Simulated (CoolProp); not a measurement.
A single-stage vapour-compression cycle with the fluid: evaporating at 196.15 K (dew point), condensing at 260.15 K (bubble point), superheat 5 K, subcooling 2 K, compressor efficiency 0.7, no pressure losses. The same conditions are run with several fluids, on thermodynamics alone (safety and materials aside).

Computed with CoolProp (reference Helmholtz-energy equation of state of each fluid (R143a: Lemmon and Jacobsen 2000; R22: Kamei 1995; R13: Platzer 1990; hydrogen chloride: Thol 2018; CH2F2 (R32): Tillner-Roth 1997; CH3F (R41): Lemmon 2006)). The equations of Platzer and Polt are older, rougher fits.

Problem. Rank R143a, R22, R13, hydrogen chloride, CH2F2 (R32), CH3F (R41) by cooling COP, highest first.

Solution. R22 (1.65), R143a (1.63), CH2F2 (R32) (1.57), CH3F (R41) (1.52), hydrogen chloride (1.48), R13 (1.47)

| fluid | pressure ratio | discharge temperature (K) | refrigerating effect (kJ/kg) | volumetric capacity (kJ/m³) |
|---|---|---|---|---|
| R143a | 21.0 | 326.1 | 167 | 164 |
| R22 | 24.8 | 384.3 | 190 | 127 |
| R13 | 10.9 | 316.2 | 88.9 | 741 |
| hydrogen chloride | 11.6 | 484.1 | 331 | 1170 |
| CH2F2 (R32) | 22.9 | 434.3 | 312 | 226 |
| CH3F (R41) | 12.9 | 412.6 | 356 | 823 |
